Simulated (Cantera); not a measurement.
A Cantera script and what it prints.

```python
import numpy as np
import cantera as ct

gas_names = [...]  # 87 gases of nasa_gas.yaml made of C, H, Si
cond_names = """
    C(gr) C6H6(L) C7H8(L) C8H18(L),n-octa Si(cr) Si(L) SiC(b)
""".split()


# ... load() reads the species with a 1 bar reference pressure and builds the phases ...
atoms = {
    'SiH4': {'Si': 1, 'H': 4},
    'C2H2': {'C': 2, 'H': 2},
    'H2': {'H': 2},
}
top_T = {'C(gr)': 4500, 'SiC(b)': 3050}  # K; cautious upper limits of use, not melting points


# ... equilibrate(T, P, feed) seeds the gas with the atoms and calls Mixture.equilibrate('TP', solver="vcs", rtol=1e-11, max_steps=5000) ...
results = []
feed = {'SiH4': 1, 'C2H2': 0.77, 'H2': 11}  # mol
T = 2475  # K
for P in [100, 220, 460, 1000, 2200, 4600, 10000, 22000, 46000, 100000]:
    mix = equilibrate(T, P, feed)
    results.append((T, P, feed, dict(zip(mix.species_names, mix.species_moles))))

top = {s: max(r[3][s] / sum(r[3][g] for g in gas_names) for r in results) for s in gas_names}
cols = sorted((s for s in top if top[s] > 1e-06), key=lambda s: -top[s])[:9]
seen = [c for c in cond_names if any(r[3].get(c, 0) > 1e-12 for r in results)]
print("log10 of partial pressures in bar; condensed amounts in mol")
print(f"{'P/Pa':>10s}" + "".join(f"{s[:9]:>10s}" for s in cols + seen))
for T, P, feed, n in results:
    ng = sum(n[g] for g in gas_names)
    print(f"{P:10.4g}" + "".join(f"{np.log10(max(n[s] / ng * P / 1e5, 1e-99)):10.3f}" for s in cols)
          + "".join(f"{n.get(c, 0):10.4g}" for c in seen))
```

It prints:

```
log10 of partial pressures in bar; condensed amounts in mol
      P/Pa        H2         H        Si      SiC2 C2H2,acet      Si2C       SiH        C3       C2H     C(gr)    SiC(b)
       100    -3.337    -3.316    -4.390    -5.008    -5.349    -6.601    -6.620    -6.474    -6.495    0.9403         0
       220    -2.898    -3.097    -4.022    -4.639    -4.910    -5.864    -6.032    -6.474    -6.276    0.9299         0
       460    -2.514    -2.905    -3.690    -4.308    -4.526    -5.201    -5.509    -6.474    -6.084    0.9182         0
      1000    -2.130    -2.713    -3.360    -3.977    -4.143    -4.540    -4.986    -6.474    -5.892    0.9064         0
      2200    -1.755    -2.525    -3.052    -3.670    -3.767    -3.925    -4.491    -6.474    -5.704    0.8893  0.009061
      4600    -1.400    -2.348    -3.052    -3.670    -3.412    -3.925    -4.313    -6.474    -5.527    0.5628     0.544
     1e+04    -1.041    -2.168    -3.052    -3.670    -3.053    -3.925    -4.134    -6.474    -5.347    0.4095    0.7916
   2.2e+04    -0.685    -1.991    -3.052    -3.670    -2.697    -3.925    -3.956    -6.474    -5.170    0.3388     0.903
   4.6e+04    -0.357    -1.826    -3.052    -3.670    -2.369    -3.925    -3.792    -6.474    -5.006    0.3069     0.951
     1e+05    -0.015    -1.655    -3.052    -3.670    -2.027    -3.925    -3.621    -6.474    -4.834    0.2893     0.975
```

Equilibrium computed with Cantera from the NASA thermochemical tables; the gas is ideal and each condensed phase is pure. Gases not in the tables: Si2H6 and higher silanes.
